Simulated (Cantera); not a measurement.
Input: 1 mol Fe, 0.11 mol Cl2, equilibrated at 0.0640 bar.

Cantera equilibrium calculation (NASA polynomials, part measured and part estimated; ideal gas, pure solids and liquids). Candidate condensed phases: Fe, FeCl2, FeCl3; 8 gas species. Kinetics and transport are ignored.

Question: At 1723 K, list the 5 most abundant gas species with their mole fractions, and the condensed phases.

Answer: FeCl2 0.999, Fe2Cl4 0.000596, Cl 0.000545, FeCl3 0.000173, Fe 0.000143. Condensed: Fe(δ).
